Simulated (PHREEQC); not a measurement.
## Acid rinse or clean (model solution)

Solution (25 °C): 6.3 mmol/kgw HCl, 1.7 mmol/kgw CuSO4 and 0.067 mmol/kgw MnSO4. Closed to the air; pH follows from the charge balance.

Computed with PHREEQC (ion-association model, wateq4f.dat).

No solid was allowed to form.

Problem. Predict the pH, ionic strength.

Solution. pH 2.27; ionic strength 0.0118 mol/kgw.

Problem. In which forms is Mn present?

Solution. Mn+2 91 %, MnSO4 8.0 %, MnCl+ 1.5 % of the Mn.

Species that the database lacks are ignored.
